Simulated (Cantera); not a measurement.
# Thermodynamics of calcination and drying, feed Na2SO4 + H2O + O2

Input: 1 mol Na2SO4, 0.13 mol H2O, 0.12 mol O2, equilibrated at 0.000430 bar.

Equilibrium computed with Cantera from the NASA thermochemical tables; the gas is ideal and each condensed phase is pure. Candidate condensed phases: H2O, H2SO4, Na, NaOH, NaO2, Na2O, Na2O2, Na2S, Na2SO4, S; 27 gas species. Rates play no part.

```tsv
T (°C)	x H2O	x O2	x Na	x SO2	x Na2SO4	x NaOH	x OH	x NaO	n Na2SO4(s)	n Na2SO4(l)
700	0.520	0.480	1.98e-10	3.47e-7	2.27e-7	7.20e-7	1.30e-6	2.04e-12	1.00	0
750	0.520	0.480	3.57e-9	2.15e-6	1.54e-6	4.37e-6	3.47e-6	3.19e-11	1.000	0
800	0.520	0.480	4.91e-8	1.11e-5	8.63e-6	2.24e-5	8.46e-6	3.86e-10	1.000	0
850	0.520	0.480	5.31e-7	4.91e-5	4.09e-5	9.84e-5	1.91e-5	3.71e-9	1.000	0
900	0.519	0.480	4.60e-6	0.000189	0.000162	0.000375	4.00e-5	2.88e-8	0	1.000
950	0.518	0.479	3.25e-5	0.000636	0.000529	0.00124	7.90e-5	1.84e-7	0	1.000
1000	0.515	0.478	0.000195	0.00195	0.00156	0.00372	0.000148	1.01e-6	0	0.999
1050	0.505	0.474	0.00102	0.00555	0.00422	0.0101	0.000261	4.81e-6	0	0.998
1100	0.481	0.464	0.00468	0.0148	0.0105	0.0249	0.000434	2.03e-5	0	0.993
1150	0.423	0.440	0.0194	0.0374	0.0244	0.0553	0.000663	7.62e-5	0	0.982
1200	0.293	0.383	0.0757	0.0898	0.0532	0.104	0.000851	0.000259	0	0.946
1250	0.0377	0.252	0.313	0.200	0.109	0.0859	0.000425	0.000816	0	0.503
```
x: gas mole fraction; n: condensed amount in mol.

From 700 °C to 850 °C the condensed part is Na2SO4(s). From 900 °C to 1250 °C the condensed part is Na2SO4(l). The main Na-bearing gas is NaOH at 700 °C and Na at 1250 °C.
